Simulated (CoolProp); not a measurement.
Vapour-liquid equilibrium of propylene (1) + R134a (2) at 331.2 K; x and y are mole fractions of (1).

Computed with CoolProp (multi-fluid Helmholtz-energy mixture model, Lemmon 2013 and Tillner-Roth 1994; pair parameters Bell 2016).

```csv
x,bubble pressure (bar),y at the bubble point,dew pressure at overall composition x (bar),liquid density (mol/L)
0.05,17.40,0.098,16.72,10.34
0.2,20.77,0.309,18.96,10.10
0.35,23.21,0.452,21.48,9.889
0.5,24.84,0.566,23.95,9.757
0.65,25.76,0.674,25.62,9.756
0.8,25.88,0.790,25.85,9.929
0.95,24.94,0.937,24.82,10.28
```

y crosses x between x = 0.65 and 0.8: the model has an azeotrope there.

The pair parameters rest on a limited set of measurements; away from them the model extrapolates.
